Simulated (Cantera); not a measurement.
Input: 1 mol trisilylamine, 12 mol NH3, 7 mol H2, equilibrated at 1648 K.

Method: chemical equilibrium by Gibbs-energy minimisation in Cantera with the NASA 1993 tables (ideal gas, pure condensed phases). Candidate condensed phases: Si, Si3N4; 18 gas species. The feed counts by its element totals alone. The numbers say what is thermodynamically allowed, not how fast it happens.

Task: At 0.00140 bar, list the 5 most abundant gas species with their mole fractions, and the condensed phases.

Result: H2 0.817, N2 0.180, H 0.00215, Si 0.000184, SiH 1.14e-5. Condensed: Si(s).
